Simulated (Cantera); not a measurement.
Charge: 1 mol CH3Cl, 1.1 mol H2, 1.5 mol HCl, equilibrated at 2700 K and 10.0 mbar.

Equilibrium computed with Cantera from the NASA thermochemical tables; the gas is ideal and each condensed phase is pure. Candidate condensed phases: C, C6H6, C7H8, C8H18; 91 gas species. Equilibrium is a limit: real reactors are often held back by kinetics, nucleation or transport.

Base state: H 0.300, H2 0.278, HCl 0.236, Cl 0.177, C2H2 (acetylene) 0.00657, C3 0.000880, C2H 0.000750, C 0.000212 (mole fractions); condensed: C(graphite).

Q: What changes in the equilibrium state with this change: temperature from 2700 K to 3198 K?

A: 
```csv
species,before,after
H,0.300,0.619
Cl,0.177,0.251
H2,0.278,0.0491
HCl,0.236,0.0296
C,0.000212,0.0143
C3,0.000880,0.0254
C2,8.43e-5,0.00555
C4,1.15e-6,7.07e-5
C5,5.87e-6,0.000191
"C(graphite), mol",0.890,0
```
The tables' values for CCl are old estimates; treat these amounts as uncertain.
